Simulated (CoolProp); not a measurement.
Vapour-liquid equilibrium of ethylbenzene (1) + o-xylene (2) at 317.2 K; x and y are mole fractions of (1).

Model: multi-fluid Helmholtz-energy mixture model, Zhou 2012 and Zhou 2012; pair parameters Bell 2016, in CoolProp.

```tsv
x	bubble pressure (MPa)	y at the bubble point	dew pressure at overall composition x (MPa)	liquid density (mol/L)
0.05	[?]	[?]	0.002576	8.091
0.15	0.002696	0.200	0.002654	8.075
0.25	0.002805	0.322	0.002739	8.060
0.35	0.002914	0.435	[?]	8.045
0.45	0.003021	[?]	0.002929	8.030
0.55	[?]	0.632	0.003034	[?]
0.65	[?]	0.720	0.003144	8.004
0.75	0.003316	0.803	0.003256	7.992
0.85	0.003403	0.883	0.003368	7.981
0.95	0.003484	0.961	0.003473	7.971
```

Q: What belongs in the gaps?

A: 
- 0.05, bubble pressure (MPa): 0.002590
- 0.05, y at the bubble point: 0.069
- 0.35, dew pressure at overall composition x (MPa): 0.002831
- 0.45, y at the bubble point: 0.538
- 0.55, bubble pressure (MPa): 0.003124
- 0.55, liquid density (mol/L): 8.017
- 0.65, bubble pressure (MPa): 0.003223

No azeotrope shows between x = 0.05 and 0.95.

Pair parameters are fitted to limited data, so mixtures are less certain than the pure fluids.
